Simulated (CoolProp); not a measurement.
Properties of o-xylene along the isotherm 506.2 K (Tc = 630.3 K, pc = 3.737 MPa, ω = 0.312).

Values from CoolProp's reference Helmholtz-energy equation of state, Zhou 2012.

| p (MPa) | phase | cv (kJ/(kg K)) | Prandtl number |
|---|---|---|---|
| 0.118 | gas | ___ | ___ |
| 0.269 | gas | 1.930 | 0.686 |
| 0.612 | gas | 1.986 | ___ |
| 1.39 | liquid | 2.035 | 4.35 |
| 3.17 | liquid | ___ | 4.40 |
| 7.22 | liquid | 2.027 | 4.49 |
| 16.4 | liquid | 2.022 | 4.69 |
| 37.4 | liquid | 2.021 | 5.06 |

Task: Fill in the missing entries.

Result: 
- 0.118, cv (kJ/(kg K)): 1.910
- 0.118, Prandtl number: 0.672
- 0.612, Prandtl number: 0.728
- 3.17, cv (kJ/(kg K)): 2.032

Viscosity comes from a separate model (Cao 2016). Thermal conductivity comes from a separate model (Mylona 2014).
